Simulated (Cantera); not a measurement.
Input: 1 mol AlN, 0.23 mol I2, held at 13.3 mbar.

These are equilibrium values from Cantera (NASA tables, ideal gas, pure condensed phases), not measurements of a reactor. Candidate condensed phases: Al, AlI3, AlN, I2; 10 gas species. The numbers say what is thermodynamically allowed, not how fast it happens. All values below are at 1323 K.

Base state: I 0.561, AlI3 0.281, N2 0.142, I2 0.0146, AlI 0.00162 (mole fractions); condensed: AlN(s).

What changes in the equilibrium state with this change: AlN replaced by Al?


| species | before | after |
|---|---|---|
| AlI | 0.00162 | 0.998 |
| I | 0.561 | 0.00109 |
| AlI3 | 0.281 | 0.000662 |
| N2 | 0.142 | 0 |
| I2 | 0.0146 | 5.57e-8 |
| Al | <1e-9 | 3.60e-5 |
| AlN(s), mol | 0.909 | 0 |
| Al(l), mol | 0 | 0.541 |
